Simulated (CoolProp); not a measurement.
Carbon dioxide along the isotherm 60.65 °C: fugacity coefficient from the reference equation and from simpler models built on Tc = 31.0 °C, pc = 7.377 MPa, ω = 0.224; each cubic takes its own stable root.

The numbers come from the reference Helmholtz-energy equation of state, Span 1996 in CoolProp.

```json
[
 {"p (MPa)": "0.233", "phase": "gas", "reference": "0.9921"},
 {"p (MPa)": "0.352", "phase": "gas", "reference": "0.9880"},
 {"p (MPa)": "0.531", "phase": "gas", "reference": "0.9820"},
 {"p (MPa)": "0.801", "phase": "gas", "reference": "0.9729"},
 {"p (MPa)": "1.21", "phase": "gas", "reference": "0.9592"},
 {"p (MPa)": "1.82", "phase": "gas", "reference": "0.9389"},
 {"p (MPa)": "2.75", "phase": "gas", "reference": "0.9082"},
 {"p (MPa)": "4.15", "phase": "gas", "reference": "0.8629"},
 {"p (MPa)": "6.26", "phase": "gas", "reference": "0.7959"},
 {"p (MPa)": "9.44", "phase": "supercritical", "reference": "0.6975"},
 {"p (MPa)": "14.2", "phase": "supercritical", "reference": "0.5629"},
 {"p (MPa)": "21.5", "phase": "supercritical", "reference": "0.4422"},
 {"p (MPa)": "32.4", "phase": "supercritical", "reference": "0.3644"},
 {"p (MPa)": "48.9", "phase": "supercritical", "reference": "0.3241"},
 {"p (MPa)": "73.8", "phase": "supercritical", "reference": "0.3229"}
]
```

Question: How far does each simpler model (van der Waals, Soave-Redlich-Kwong, Peng-Robinson) lie from the reference over these 15 states: mean and median of the absolute difference, and the worst?

Answer: 
- van der Waals: mean 4.8 %, median 0.5 %, worst +36.4 % at 60.65 °C and 73.8 MPa
- Soave-Redlich-Kwong: mean 2.8 %, median 0.2 %, worst +13.0 % at 60.65 °C and 73.8 MPa
- Peng-Robinson: mean 1.4 %, median 1.2 %, worst -3.8 % at 60.65 °C and 73.8 MPa
